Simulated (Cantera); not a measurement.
A closed system holds: 1 mol SiH2Cl2, 1.6 mol NH3, 2.9 mol N2, equilibrated at 1.33 mbar.

Equilibrium computed with Cantera from the NASA thermochemical tables; the gas is ideal and each condensed phase is pure. Candidate condensed phases: NH4Cl, Si, Si3N4; 28 gas species. Kinetics and transport are ignored. All values below are at 825 K.

Base state: N2 0.412, H2 0.333, HCl 0.250, SiCl4 0.00499 (mole fractions); condensed: Si3N4(s).

Problem. What changes in the equilibrium state with this change: N2 from 2.9 to 1.3 mol?

Solution. 
```json
[
 {"species": "H2", "before": "0.333", "after": "0.432"},
 {"species": "HCl", "before": "0.250", "after": "0.306"},
 {"species": "N2", "before": "0.412", "after": "0.253"},
 {"species": "SiCl4", "before": "0.00499", "after": "0.00938"},
 {"species": "SiHCl3", "before": "8.25e-6", "after": "1.63e-5"},
 {"species": "Si3N4(s), mol", "before": "0.321", "after": "0.315"}
]
```
